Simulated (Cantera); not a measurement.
Input: 1 mol Cr, a varied amount of N2O, 10 mol N2, at 1998 K and 75.0 Torr.

Cantera equilibrium calculation (NASA polynomials, part measured and part estimated; ideal gas, pure solids and liquids). Candidate condensed phases: Cr, CrN, Cr2N, Cr2O3; 14 gas species. Mutual solubility and eutectic melting of coexisting phases are not modelled. The numbers say what is thermodynamically allowed, not how fast it happens.

Question: Which condensed phases are stable at each of these points (n(N2O) (mol)): 1.1, 2.1, 3.1, 4.1, 5.1, 6.1, 7.1, 8.2, 9.2, 10?

Answer: 
| n(N2O) (mol) | condensed phases | Cr condensed (%) |
|---|---|---|
| 1.1 | Cr(s) + Cr2O3(s) | 87.3 |
| 2.1 | Cr2O3(s) | 99.9 |
| 3.1 | Cr2O3(s) | 99.9 |
| 4.1 | Cr2O3(s) | 99.8 |
| 5.1 | Cr2O3(s) | 99.8 |
| 6.1 | Cr2O3(s) | 99.8 |
| 7.1 | Cr2O3(s) | 99.7 |
| 8.2 | Cr2O3(s) | 99.7 |
| 9.2 | Cr2O3(s) | 99.7 |
| 10 | Cr2O3(s) | 99.7 |

At 1.1 mol N2O the condensed part is Cr(s) + Cr2O3(s). From 2.1 mol N2O to 10 mol N2O the condensed part is Cr2O3(s).
